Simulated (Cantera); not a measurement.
## Thermodynamics of silicon carbide growth, feed SiCl4 + CH4 + H2 + C2H4 + HCl

Feed: 1 mol SiCl4, 0.67 mol CH4, 6.1 mol H2, 0.38 mol C2H4, 0.032 mol HCl, at 0.350 bar.

Equilibrium computed with Cantera from the NASA thermochemical tables; the gas is ideal and each condensed phase is pure. Candidate condensed phases: C, C6H6, C7H8, C8H18, Si, SiC; 109 gas species. The tables' values for SiCl, SiCl3 are old estimates; treat these amounts as uncertain. Gases not in the tables: Si2H6 and higher silanes. Equilibrium is a limit: real reactors are often held back by kinetics, nucleation or transport.

From 1025 K to 2525 K the condensed part is C(graphite) + SiC(s). The main Si-bearing gas is SiCl4 at 1025 K and SiCl2 at 2525 K. The share of Si in condensed phases is highest at 1625 K (86.1 %) and lowest at 1025 K (23.4 %).

| T (K) | log p H2 | log p HCl | log p SiCl4 | log p SiCl2 | log p H | log p CH4 | log p Cl | n C(graphite) | n SiC(s) |
|---|---|---|---|---|---|---|---|---|---|
| 1025 | -0.56 | -1.42 | -1.57 | -5.35 | -8.64 | -2.25 | -9.54 | 1.05 | 0.234 |
| 1175 | -0.59 | -1.15 | -1.76 | -4.19 | -7.21 | -2.89 | -7.82 | 0.922 | 0.472 |
| 1325 | -0.63 | -0.99 | -2.09 | -3.38 | -6.10 | -3.43 | -6.54 | 0.713 | 0.706 |
| 1475 | -0.65 | -0.92 | -2.57 | -2.86 | -5.21 | -3.84 | -5.57 | 0.586 | 0.839 |
| 1625 | -0.66 | -0.90 | -3.15 | -2.53 | -4.48 | -4.15 | -4.82 | 0.566 | 0.861 |
| 1775 | -0.66 | -0.90 | -3.72 | -2.31 | -3.87 | -4.40 | -4.23 | 0.600 | 0.827 |
| 1925 | -0.66 | -0.92 | -4.24 | -2.14 | -3.35 | -4.60 | -3.73 | 0.654 | 0.770 |
| 2075 | -0.65 | -0.93 | -4.71 | -2.02 | -2.90 | -4.77 | -3.31 | 0.711 | 0.702 |
| 2225 | -0.65 | -0.96 | -5.14 | -1.92 | -2.52 | -4.91 | -2.96 | 0.761 | 0.629 |
| 2375 | -0.66 | -0.98 | -5.54 | -1.85 | -2.18 | -5.05 | -2.65 | 0.799 | 0.544 |
| 2525 | -0.67 | -1.02 | -5.92 | -1.80 | -1.89 | -5.18 | -2.39 | 0.834 | 0.405 |
log p: log10 of the partial pressure in bar; n: condensed amount in mol.
